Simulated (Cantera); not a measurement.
A closed system holds: 1 mol SiH4, 0.26 mol C2H2, 1400 mol H2, at 1698.15 K and 0.330 bar.

Method: chemical equilibrium by Gibbs-energy minimisation in Cantera with the NASA 1993 tables (ideal gas, pure condensed phases). Candidate condensed phases: C, C6H6, C7H8, C8H18, Si, SiC; 87 gas species. Mutual solubility and eutectic melting of coexisting phases are not modelled. Gases not in the tables: Si2H6 and higher silanes. Kinetics and transport are ignored.

Base state: H2 1.000, H 0.000252, SiH2 1.40e-5 (mole fractions); condensed: Si(l) + SiC(s).

Task: What changes in the equilibrium state with this change: pressure from 0.330 bar to 9.40 mbar?

Result: 
```
species        before    after
-----------  --------  -------
H2              1.000    0.998
H            0.000252  0.00149
Si            1.99e-6  7.00e-5
SiH           1.78e-6  1.06e-5
SiH2          1.40e-5  1.40e-5
Si(l), mol      0.462    0.346
SiC(s), mol     0.512    0.519
```
